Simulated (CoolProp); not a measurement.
A Linde-Hampson liquefier for carbon monoxide: isothermal reversible compression at 280 K from 1 atm to 15 MPa, throttling to 1 atm, return gas leaving the recuperator 10 K below the feed. Each further row changes one setting.

The numbers come from the reference Helmholtz-energy equation of state, Lemmon 2006 in CoolProp. It is a short technical equation, of lower accuracy than the large ones.

| case | liquid yield per pass | compression work (kJ/kg of gas) |
|---|---|---|
| as stated | ? | 412 |
| high pressure 30 MPa | 0.101 | ? |
| warm-end temperature 310 K | ? | ? |
| warm-end gap 15 K | ? | 412 |

Task: Some entries are withheld; supply them.

Result: 
- as stated, liquid yield per pass: 0.063
- high pressure 30 MPa, compression work (kJ/kg of gas): 472
- warm-end temperature 310 K, liquid yield per pass: 0.041
- warm-end temperature 310 K, compression work (kJ/kg of gas): 459
- warm-end gap 15 K, liquid yield per pass: 0.051
